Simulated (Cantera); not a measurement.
An isothermal, constant-pressure homogeneous reactor starts with H2 : O2 = 0.046 : 3.6 (molar parts), equivalence ratio 0.0064, at 1273 K and 3.23 Torr.

Cantera simulation using GRI-Mech 3.0 (53 species, 325 reactions); the numbers are that mechanism's predictions, not measurements. Radical loss at walls, strong at low pressure, is not modelled.

One state of this run: x H2 = 0.0124; x O2 = 0.987; x H2O2 = 3.99e-10; x H = 1.76e-5; x H2O = 0.000155; x OH = 0.000101. x: mole fraction; the columns are a selection and need not sum to one.

Which value of t (s) does it belong to?
A) 0.316
B) 0.00316
C) 0.0100
D) 0.000316

C, 0.0100
